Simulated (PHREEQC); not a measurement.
Make-up at 38 °C: 0.095 mol KCl per kg of water. Closed to the air; pH follows from the charge balance.

All values are PHREEQC results (ion-association model, phreeqc.dat), not measurements.

```tsv
quantity	before	after
pH	6.78	12.45
ionic strength (mol/kgw)	0.0950	0.0950
```

**Question.** What was changed between the two runs?
A. 0.14 mol/kgw Na2SO4 added
B. KCl replaced by BaCl2 at the same molality
C. KCl replaced by KOH at the same molality
D. 0.017 mol/kgw NaH2PO4 added
E. temperature from 38 to 55 °C

**Answer.** C, KCl replaced by KOH at the same molality

No solid was allowed to form. Away from 25 °C the constants follow the database's enthalpies or fits; those with neither stay at their 25 °C values.
